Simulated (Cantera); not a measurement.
## Stirred combustor or abatement burner

A perfectly stirred reactor is fed with 6.92 % CH4, 0.457 % CO, 10.9 % O2, 81.7 % N2, at 10.0 bar; it is adiabatic with a 798 K inlet, and is followed from long to short residence time, starting on the burning branch (τ in s: 0.4, 0.2, 0.096, 0.047, 0.023, 0.011, 0.0056, 0.0027, 0.0013, 0.00066, 0.00032, 0.00016, 7.8e-05).

Computed with Cantera and GRI-Mech 3.0 (53 species, 325 reactions).

| τ (s) | T (K) | x CH4 | x CO | x O2 | x CH3 | x C2H | x CH2O |
|---|---|---|---|---|---|---|---|
| 0.40 | 1876 | 0.000534 | 0.0341 | 5.34e-5 | 1.61e-5 | 1.58e-9 | 1.00e-6 |
| 0.20 | 1878 | 0.000831 | 0.0334 | 0.000103 | 2.66e-5 | 3.72e-9 | 1.76e-6 |
| 0.096 | 1879 | 0.00123 | 0.0323 | 0.000202 | 4.29e-5 | 7.82e-9 | 3.10e-6 |
| 0.047 | 1880 | 0.00167 | 0.0312 | 0.000381 | 6.49e-5 | 1.39e-8 | 5.25e-6 |
| 0.023 | 1879 | 0.00212 | 0.0302 | 0.000699 | 9.43e-5 | 2.18e-8 | 8.70e-6 |
| 0.011 | 1874 | 0.00259 | 0.0296 | 0.00126 | 0.000133 | 3.15e-8 | 1.44e-5 |
| 0.0056 | 1865 | 0.00301 | 0.0296 | 0.00211 | 0.000178 | 4.09e-8 | 2.24e-5 |
| 0.0027 | 1848 | 0.00350 | 0.0305 | 0.00360 | 0.000236 | 4.97e-8 | 3.61e-5 |
| 0.0013 | 1816 | 0.00423 | 0.0323 | 0.00628 | 0.000304 | 5.25e-8 | 6.10e-5 |
| 0.00066 | 1744 | 0.00603 | 0.0356 | 0.0124 | 0.000363 | 3.62e-8 | 0.000124 |
| 0.00032 | 798 | 0.0692 | 0.00457 | 0.109 | 2.06e-11 | <1e-12 | <1e-12 |
| 0.00016 | 798 | 0.0692 | 0.00457 | 0.109 | 1.02e-11 | <1e-12 | <1e-12 |
| 7.8e-5 | 798 | 0.0692 | 0.00457 | 0.109 | 4.96e-12 | <1e-12 | <1e-12 |
x: mole fraction; the columns are a selection and need not sum to one.
